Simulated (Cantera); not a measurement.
Charge: 1 mol PbCl₂, 0.37 mol H₂, 6.6 mol N₂, at 1973.15 K and 23.0 Pa.

Cantera equilibrium calculation (NASA polynomials, part measured and part estimated; ideal gas, pure solids and liquids). Candidate condensed phases: NH₄Cl, Pb, PbCl₂; 17 gas species. Kinetics and transport are ignored.

Base state: N₂ 0.690, Cl 0.130, Pb 0.0967, HCl 0.0714, PbCl 0.00772, H 0.00326, H₂ 0.00134, PbCl₂ 6.61e-5 (mole fractions); condensed: gas only.

Q: What changes in the equilibrium state with this change: pressure from 23.0 Pa to 0.310 bar?

A: 
```json
[
 {"species": "N₂", "before": "0.690", "after": "0.787"},
 {"species": "HCl", "before": "0.0714", "after": "0.0869"},
 {"species": "PbCl", "before": "0.00772", "after": "0.0678"},
 {"species": "Cl", "before": "0.130", "after": "0.00637"},
 {"species": "Pb", "before": "0.0967", "after": "0.0128"},
 {"species": "PbCl₂", "before": "6.61e-5", "after": "0.0384"},
 {"species": "PbCl₄", "before": "<1e-9", "after": "8.16e-5"},
 {"species": "H", "before": "0.00326", "after": "6.00e-5"},
 {"species": "Cl₂", "before": "8.76e-6", "after": "2.85e-5"},
 {"species": "H₂", "before": "0.00134", "after": "0.000612"}
]
```
The tables' values for PbCl₄ are old estimates; treat these amounts as uncertain.
